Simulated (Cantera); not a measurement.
**Thermodynamics of tantalum, niobium, vanadium and zirconium in process gases, feed V + N2O + H2**

Feed: 1 mol V, 1.7 mol N2O, 31 mol H2, equilibrated at 38.0 mbar.

These are equilibrium values from Cantera (NASA tables, ideal gas, pure condensed phases), not measurements of a reactor. Candidate condensed phases: H2O, V, VN, VO, V2O3, V2O4, V2O5; 28 gas species. Mutual solubility and eutectic melting of coexisting phases are not modelled. VO: taken at fixed stoichiometry. Condensed phases not in the tables: the oxides between V2O3 and V2O5 other than VO2. The numbers say what is thermodynamically allowed, not how fast it happens.

| T (°C) | x H2 | x N2 | x H2O | x H | x VO2 | n V2O3(s) | n VO(s) | n VO(l) |
|---|---|---|---|---|---|---|---|---|
| 950 | 0.942 | 0.0520 | 0.00612 | 1.50e-6 | 2.25e-12 | 0.500 | 0 | 0 |
| 1025 | 0.942 | 0.0520 | 0.00612 | 5.33e-6 | 3.47e-11 | 0.500 | 0 | 0 |
| 1100 | 0.942 | 0.0520 | 0.00612 | 1.66e-5 | 3.94e-10 | 0.500 | 0 | 0 |
| 1175 | 0.942 | 0.0520 | 0.00612 | 4.59e-5 | 3.44e-9 | 0.500 | 0 | 0 |
| 1250 | 0.942 | 0.0520 | 0.00612 | 0.000115 | 2.41e-8 | 0.500 | 0 | 0 |
| 1325 | 0.942 | 0.0520 | 0.00612 | 0.000265 | 1.40e-7 | 0.500 | 0 | 0 |
| 1400 | 0.939 | 0.0520 | 0.00812 | 0.000566 | 7.91e-7 | 0.434 | 0.131 | 0 |
| 1475 | 0.936 | 0.0520 | 0.0111 | 0.00113 | 3.95e-6 | 0.335 | 0.329 | 0 |
| 1550 | 0.931 | 0.0519 | 0.0149 | 0.00214 | 1.72e-5 | 0.213 | 0.574 | 0 |
| 1625 | 0.925 | 0.0519 | 0.0194 | 0.00386 | 6.60e-5 | 0.0636 | 0.870 | 0 |
| 1700 | 0.920 | 0.0518 | 0.0211 | 0.00664 | 0.000194 | 0 | 0.993 | 0 |
| 1775 | 0.916 | 0.0517 | 0.0208 | 0.0110 | 0.000477 | 0 | 0.981 | 0 |
| 1850 | 0.909 | 0.0515 | 0.0202 | 0.0176 | 0.000988 | 0 | 0 | 0.958 |
x: gas mole fraction; n: condensed amount in mol.

From 950 °C to 1325 °C the condensed part is V2O3(s). From 1400 °C to 1625 °C the condensed part is VO(s) + V2O3(s). From 1700 °C to 1775 °C the condensed part is VO(s). At 1850 °C the condensed part is VO(l).
